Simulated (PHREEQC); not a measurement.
Make-up at 25 °C: 0.02 mol/kgw SrCl2, 0.023 mol/kgw CO2 and 3.2e-05 mol/kgw NaCl. Closed to the air; pH follows from the charge balance.

Model: ion-association model, phreeqc.dat, run in PHREEQC.

### Question
The ionic strength comes out as 0.0601 mol/kgw. What activity coefficients do HCO3-, SrHCO3+, Sr+2, Na+, Cl- get?

### Answer
HCO3- 0.82, SrHCO3+ 0.82, Sr+2 0.45, Na+ 0.81, Cl- 0.80.

This is a speciation only: nothing precipitates in the calculation.
